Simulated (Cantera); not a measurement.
A freely propagating, adiabatic, planar premixed flame of H2 : O2 : N2 = 1 : 0.385 : 1.85 (molar parts), unburnt at 325 K and 13300 Pa; mixture-averaged transport, grid criteria slope 0.08 and curve 0.16, no radiation.

Model: the H2/O2 subset of GRI-Mech 3.0, which has no nitrogen chemistry, integrated in Cantera. Burning velocities carry a grid error of a few per cent, more on coarse grids.

Task: How do the results move with these cheaper or finer settings: unity-Lewis-number transport; multicomponent transport; multicomponent+Soret transport; grid criteria slope 0.5, curve 1; grid criteria slope 0.25, curve 0.5; grid criteria slope 0.03, curve 0.06?

Result: 
```tsv
setting	laminar burning velocity	thermal thickness	peak x(OH)	peak x(H)	grid points
as above	208 cm/s	5.41 mm	0.00771	0.0799	145
unity-Lewis-number transport	124 cm/s	4.32 mm	0.00758	0.0843	116
multicomponent transport	204 cm/s	5.40 mm	0.00769	0.0795	145
multicomponent+Soret transport	193 cm/s	5.27 mm	0.00770	0.0775	145
grid criteria slope 0.5, curve 1	218 cm/s	6.70 mm	0.00795	0.0795	42
grid criteria slope 0.25, curve 0.5	214 cm/s	5.79 mm	0.00770	0.0801	71
grid criteria slope 0.03, curve 0.06	207 cm/s	5.27 mm	0.00762	0.0796	304
```
Unity Lewis numbers drop preferential diffusion, which matters most where H2 and H carry the flame; Soret adds thermal diffusion.
